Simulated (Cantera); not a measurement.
A closed system holds: 1 mol CH3OH, 0.12 mol O2, 13 mol N2, 0.12 mol NH3, at 530000 Pa.

Points: T (K) = 873, 923, 973, 1023, 1073, 1123, 1173, 1223.

Cantera's Mixture.equilibrate('TP', solver="vcs", rtol=1e-11, max_steps=5000) on the NASA tables stopped like this:

```
ERROR: FAILURE its = 5001!

*******************************************************************************
CanteraError thrown by MultiPhase::equilibrate:
VCS solver failed. Return code: -1
*******************************************************************************
```

Task: What got this run through?

Result: Several could match; the one computed here: The failure is numerical, not chemical. The same input converged with solver="gibbs", rtol=1e-10, max_steps=50000, and the result passed a check of the equilibrium conditions:
```
log10 of partial pressures in bar; condensed amounts in mol
       T/K        N2        H2        CO       H2O       CO2       CH4     C(gr)
       873     0.649    -0.373    -1.055    -0.799    -1.054    -1.094    0.2478
       923     0.643    -0.302    -0.816    -0.929    -1.133    -1.237    0.1559
       973     0.637    -0.250    -0.642    -1.099    -1.283    -1.391   0.03454
      1023     0.633    -0.213    -0.565    -1.202    -1.438    -1.690         0
      1073     0.631    -0.194    -0.536    -1.237    -1.545    -2.105         0
      1123     0.630    -0.188    -0.523    -1.243    -1.618    -2.556         0
      1173     0.630    -0.186    -0.517    -1.236    -1.671    -3.000         0
      1223     0.630    -0.186    -0.513    -1.225    -1.717    -3.419         0
```

The gas is ideal and each condensed phase is pure.
